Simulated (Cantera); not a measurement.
An isothermal, constant-pressure homogeneous reactor starts with CH4 : H2 : N2 = 0.0023 : 1 : 0.0037 (molar parts), at 1800 K and 1900 Pa. Integrator tolerance rtol = 1e-08.

Model: GRI-Mech 3.0 (53 species, 325 reactions), integrated in Cantera. GRI-Mech 3.0 stops at C3 and has no aromatics, soot or wall deposition, so with more carbon than oxygen in the feed, carbon stays in small species such as C2H2 where larger ones or solid carbon would form. Radical loss at walls, strong at low pressure, is not modelled.

Q: What does this change do: temperature 1800 to 2400 K?

A: 
```tsv
quantity	before	after
x(CH4) at 2.00 s	0.000952 (gas-phase equilibrium 2.81e-5)	1.01e-6 (gas-phase equilibrium 7.91e-7)
x(H2) at 2.00 s	0.992 (gas-phase equilibrium 0.993)	0.886 (gas-phase equilibrium 0.886)
x(CH2) at 2.00 s	1.40e-7 (gas-phase equilibrium 4.39e-9)	4.39e-7 (gas-phase equilibrium 3.45e-7)
x(H) at 2.00 s	0.00254 (gas-phase equilibrium 0.00261)	0.109 (gas-phase equilibrium 0.109)
x(HCN) at 2.00 s	1.41e-8 (gas-phase equilibrium 0.000904)	1.38e-5 (gas-phase equilibrium 0.00103)
x(C2H6) at 2.00 s	5.43e-9 (gas-phase equilibrium 7.18e-12)	<1e-12 (gas-phase equilibrium <1e-12)
x(C2H2) at 2.00 s	0.000639 (gas-phase equilibrium 0.000672)	0.00106 (gas-phase equilibrium 0.000553)
```

Q: What does this change do: temperature 1800 to 2575 K?

A: 
```
quantity                                              before                                      after
-----------------  -----------------------------------------  -----------------------------------------
x(CH4) at 2.00 s    0.000952 (gas-phase equilibrium 2.81e-5)    4.03e-7 (gas-phase equilibrium 3.14e-7)
x(H2) at 2.00 s          0.992 (gas-phase equilibrium 0.993)        0.773 (gas-phase equilibrium 0.773)
x(CH2) at 2.00 s     1.40e-7 (gas-phase equilibrium 4.39e-9)    9.71e-7 (gas-phase equilibrium 7.58e-7)
x(H) at 2.00 s       0.00254 (gas-phase equilibrium 0.00261)        0.223 (gas-phase equilibrium 0.223)
x(HCN) at 2.00 s    1.41e-8 (gas-phase equilibrium 0.000904)   7.69e-5 (gas-phase equilibrium 0.000995)
x(C2H6) at 2.00 s   5.43e-9 (gas-phase equilibrium 7.18e-12)      <1e-12 (gas-phase equilibrium <1e-12)
x(C2H2) at 2.00 s  0.000639 (gas-phase equilibrium 0.000672)  0.000946 (gas-phase equilibrium 0.000492)
```
